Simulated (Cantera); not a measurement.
Standard-state values (1 bar) from the NASA 1993 polynomials, evaluated with Cantera. Values are per mole of reaction as written; species without (g) are pure solids or liquids, kept so even where they would boil at 1 bar.

HCl(g) + Cs → H(g) + CsCl, with ΔH° = -132.5 kJ and ΔS° = -56.2 J/K at 300 K.

Task: How far is the shortcut ΔG° ≈ ΔH°(300 K) − T·ΔS°(300 K) from the full temperature-dependent value at 500, 600, 700, 800, 900 K?

Result: 
```tsv
T (K)	shortcut (kJ)	full (kJ)	difference (kJ)	difference in log10 K	condensed phases
500	-104.4	-103.8	-0.6	0.07	Cs(l), CsCl(s)
600	-98.8	-98.4	-0.5	0.04	Cs(l), CsCl(s)
700	-93.2	-93.3	0.1	-0.01	Cs(l), CsCl(s)
800	-87.6	-88.8	1.2	-0.08	Cs(l), CsCl(s)
900	-82.0	-84.9	2.9	-0.17	Cs(l), CsCl(s)
```
The shortcut ignores heat capacities and the phase changes listed.
